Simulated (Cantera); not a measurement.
Stirred combustor or abatement burner

A perfectly stirred reactor is fed with 21.2 % H₂, 16.5 % O₂, 62.3 % N₂, equivalence ratio 0.64, at 101000 Pa; it is adiabatic with a 375 K inlet, and is followed from long to short residence time, starting on the burning branch (τ in s: 0.092, 0.04, 0.017, 0.0076, 0.0033, 0.0014, 0.00063, 0.00027, 0.00012, 5.2e-05).

Model: the H2/O2 subset of GRI-Mech 3.0, which has no nitrogen chemistry, integrated in Cantera.

```csv
τ (s),T (K),x H₂,x O₂,x OH,x O,x HO₂,x H₂O,x H
0.092,1970,0.000435,0.0659,0.00279,0.000261,2.06e-6,0.235,5.28e-5
0.040,1965,0.000663,0.0658,0.00339,0.000390,2.57e-6,0.234,9.79e-5
0.017,1956,0.00110,0.0656,0.00428,0.000641,3.61e-6,0.233,0.000208
0.0076,1942,0.00181,0.0655,0.00539,0.00106,5.37e-6,0.231,0.000446
0.0033,1919,0.00302,0.0654,0.00676,0.00178,8.39e-6,0.229,0.000987
0.0014,1882,0.00501,0.0656,0.00827,0.00296,1.32e-5,0.225,0.00218
0.00063,1828,0.00771,0.0661,0.00951,0.00457,1.96e-5,0.219,0.00436
0.00027,1746,0.0116,0.0673,0.0102,0.00679,2.84e-5,0.212,0.00849
0.00012,1641,0.0164,0.0697,0.0100,0.00903,3.89e-5,0.202,0.0147
5.2e-5,1502,0.0245,0.0747,0.00858,0.0104,5.36e-5,0.188,0.0228
```
x: mole fraction; the columns are a selection and need not sum to one.
